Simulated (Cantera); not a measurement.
A freely propagating, adiabatic, planar premixed flame of 21.2 % H2, 16.5 % O2, 62.3 % N2, equivalence ratio 0.64, unburnt at 525 K and 760 Torr; mixture-averaged transport, grid criteria slope 0.08 and curve 0.16, no radiation.

Detailed kinetics in Cantera: the H2/O2 subset of GRI-Mech 3.0, which has no nitrogen chemistry. Burning velocities carry a grid error of a few per cent, more on coarse grids. Lean hydrogen flames are cellular in practice and burn faster than this planar one.

**Question.** Predict: laminar burning velocity; thermal thickness; peak x(H2O2); peak x(OH); peak x(HO2).

**Answer.** 
```
Property                    Result
------------------------  --------
laminar burning velocity  342 cm/s
thermal thickness         0.401 mm
peak x(H2O2)               3.22e-5
peak x(OH)                  0.0120
peak x(HO2)               0.000344
```
